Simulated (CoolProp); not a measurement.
c-C4F8 (RC318) along the isotherm -0.95 °C: density (kg/m³) from the reference equation and from simpler models built on Tc = 115.2 °C, pc = 2778 kPa, ω = 0.355; each cubic takes its own stable root.

Model: reference Helmholtz-energy equation of state, Platzer 1990, in CoolProp. This equation is an older, rougher fit; its heat capacities, sound speeds and derivatives of the liquid may be far off and weren't checked against measurements.

```json
[
 {"p (kPa)": "772", "phase": "liquid", "reference": "1600"},
 {"p (kPa)": "1540", "phase": "liquid", "reference": "1604"},
 {"p (kPa)": "2310", "phase": "liquid", "reference": "1607"},
 {"p (kPa)": "3090", "phase": "liquid", "reference": "1611"},
 {"p (kPa)": "3860", "phase": "liquid", "reference": "1614"},
 {"p (kPa)": "4630", "phase": "liquid", "reference": "1618"},
 {"p (kPa)": "5400", "phase": "liquid", "reference": "1621"},
 {"p (kPa)": "6170", "phase": "liquid", "reference": "1624"},
 {"p (kPa)": "6940", "phase": "liquid", "reference": "1627"}
]
```

Task: How far does each simpler model (van der Waals, Redlich-Kwong, Soave-Redlich-Kwong, Peng-Robinson) lie from the reference over these 9 states: mean and median of the absolute difference, and the worst?

Result: 
- van der Waals: mean 36.6 %, median 36.5 %, worst -38.5 % at -0.95 °C and 772 kPa
- Redlich-Kwong: mean 9.4 %, median 9.4 %, worst -10.7 % at -0.95 °C and 772 kPa
- Soave-Redlich-Kwong: mean 5.0 %, median 5.0 %, worst -5.6 % at -0.95 °C and 772 kPa
- Peng-Robinson: mean 7.2 %, median 7.2 %, worst +7.6 % at -0.95 °C and 6940 kPa
